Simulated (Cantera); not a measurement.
A perfectly stirred reactor is fed with CH4 : N2 = 1 : 180 (molar parts), at 0.0424 atm; it is held at 1675 K, and followed from long to short residence time.

Model: GRI-Mech 3.0 (53 species, 325 reactions), integrated in Cantera. GRI-Mech 3.0 stops at C3 and has no aromatics, soot or wall deposition, so with more carbon than oxygen in the feed, carbon stays in small species such as C2H2 where larger ones or solid carbon would form. Radical loss at walls, strong at low pressure, is not modelled.

Problem. What does this change do: 12 parts H2O added?

Solution. 
| quantity | before | after |
|---|---|---|
| x(CH4) at τ = 1.20 s | 0.00146 | 0.00142 |
| x(C2H2) at τ = 1.20 s | 0.00194 | 0.00106 |
| x(C2H6) at τ = 1.20 s | 3.30e-7 | 2.64e-7 |
| x(H2) at τ = 1.20 s | 0.00594 | 0.00839 |
| x(CH2) at τ = 1.20 s | 2.11e-7 | 2.11e-7 |
| x(CH4) at τ = 33.0 ms | 0.00531 | 0.00492 |
| x(C2H2) at τ = 33.0 ms | 2.69e-5 | 3.67e-5 |
| x(C2H6) at τ = 33.0 ms | 4.40e-7 | 5.00e-7 |
| x(H2) at τ = 33.0 ms | 0.000196 | 0.000261 |
| x(CH2) at τ = 33.0 ms | 7.00e-8 | 1.07e-7 |

Problem. What does this change do: temperature 1675 to 1448 K?

Solution. 
| quantity | before | after |
|---|---|---|
| x(CH4) at τ = 1.20 s | 0.00146 | 0.00517 |
| x(C2H2) at τ = 1.20 s | 0.00194 | 9.05e-5 |
| x(C2H6) at τ = 1.20 s | 3.30e-7 | 3.20e-6 |
| x(H2) at τ = 1.20 s | 0.00594 | 0.000427 |
| x(CH2) at τ = 1.20 s | 2.11e-7 | 6.14e-9 |
| x(CH4) at τ = 33.0 ms | 0.00531 | 0.00552 |
| x(C2H2) at τ = 33.0 ms | 2.69e-5 | 2.73e-10 |
| x(C2H6) at τ = 33.0 ms | 4.40e-7 | 5.42e-9 |
| x(H2) at τ = 33.0 ms | 0.000196 | 8.36e-7 |
| x(CH2) at τ = 33.0 ms | 7.00e-8 | 2.07e-11 |
